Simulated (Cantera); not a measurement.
Cantera run, input and output.

```python
import numpy as np
import cantera as ct

gas = ct.Solution("gri30.yaml")
gas.TPX = 2000, 101325, {'CH4': 1, 'H2O': 10}
reactor = ct.IdealGasConstPressureReactor(gas, energy="off", clone=False)
net = ct.ReactorNet([reactor])
net.rtol, net.atol = 1e-08, 1e-18
show = ['CH4', 'H2O', 'O2', 'C2H4', 'H2O2', 'H', 'CH3']
times = np.geomspace(6e-06, 40, 10)

steps = ct.SolutionArray(gas, extra=["t"])
rows = []
print(f"{'t/s':>10s}{'T/K':>9s}{'P/Pa':>11s}" + "".join(f"{s:>11s}" for s in show))
for t in times:
    while net.time < t:
        t_next = net.step()
        steps.append(gas.state, t=t_next)
    rows.append([np.interp(t, steps.t, y) for y in (steps.T, steps.P, *steps(*show).X.T)])
    print(f"{t:10.3e}{rows[-1][0]:9.1f}{rows[-1][1]:11.4g}" + "".join(f"{x:11.3e}" for x in rows[-1][2:]))
rate = np.gradient(steps.T, steps.t)
print("integrator steps:", len(steps.t))
if steps.T.max() > steps.T[0] + 200:
    print(f"time of steepest temperature rise: {steps.t[rate.argmax()]:.4e} s")
gas.TPX = 2000, 101325, {'CH4': 1, 'H2O': 10}
gas.equilibrate("TP")
print(f"equilibrium (TP): T = {gas.T:.1f} K  " + "  ".join(f"{s} {gas[s].X[0]:.3e}" for s in show))
```

It prints:

```
       t/s      T/K       P/Pa        CH4        H2O         O2       C2H4       H2O2          H        CH3
 6.000e-06   2000.0  1.013e+05  8.878e-02  9.080e-01  1.127e-09  4.338e-05  2.608e-10  2.319e-05  1.868e-03
 3.438e-05   2000.0  1.013e+05  7.287e-02  8.973e-01  3.044e-07  3.222e-03  2.964e-09  1.516e-04  5.570e-03
 1.970e-04   2000.0  1.013e+05  2.879e-02  8.383e-01  1.661e-06  9.697e-04  2.589e-09  4.418e-04  2.337e-03
 1.129e-03   2000.0  1.013e+05  8.203e-03  7.582e-01  1.091e-06  7.609e-05  1.876e-09  7.206e-04  6.484e-04
 6.471e-03   2000.0  1.013e+05  2.022e-03  6.753e-01  5.660e-07  4.569e-06  9.478e-10  7.922e-04  1.269e-04
 3.709e-02   2000.0  1.013e+05  1.102e-08  6.641e-01  5.515e-07  6.912e-13  9.218e-10  8.266e-04  6.901e-10
 2.125e-01   2000.0  1.013e+05  5.397e-11  6.641e-01  5.515e-07  1.485e-18  9.218e-10  8.267e-04  3.405e-12
 1.218e+00   2000.0  1.013e+05  5.397e-11  6.641e-01  5.515e-07  1.485e-18  9.218e-10  8.267e-04  3.405e-12
 6.980e+00   2000.0  1.013e+05  5.397e-11  6.641e-01  5.515e-07  1.485e-18  9.218e-10  8.267e-04  3.405e-12
 4.000e+01   2000.0  1.013e+05  5.397e-11  6.641e-01  5.515e-07  1.485e-18  9.218e-10  8.267e-04  3.405e-12
integrator steps: 1523
equilibrium (TP): T = 2000.0 K  CH4 6.390e-11  H2O 6.641e-01  O2 5.515e-07  C2H4 1.747e-18  H2O2 9.218e-10  H 8.267e-04  CH3 4.031e-12
```

Detailed kinetics in Cantera: GRI-Mech 3.0 (53 species, 325 reactions).
